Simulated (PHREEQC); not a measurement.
Consider water at 25 °C with 0.0048 mol H2SO4, 0.001 mol Fe(NO3)3 and 0.22 mol H3BO3 per kg of water. Closed to the air; pH follows from the charge balance.

Computed with PHREEQC (ion-association model, phreeqc.dat).

Problem. The ionic strength comes out as 0.0125 mol/kgw. What activity coefficients do HSO4-, Fe(SO4)2-, H+, FeHSO4+2, FeSO4+ get?

Solution. HSO4- 0.89, Fe(SO4)2- 0.89, H+ 0.91, FeHSO4+2 0.64, FeSO4+ 0.90.

This is a speciation only: nothing precipitates in the calculation. Saturation is exceeded, for instance for Hematite (slow to form), Goethite (slow to form); the values hold only as long as no solid forms.
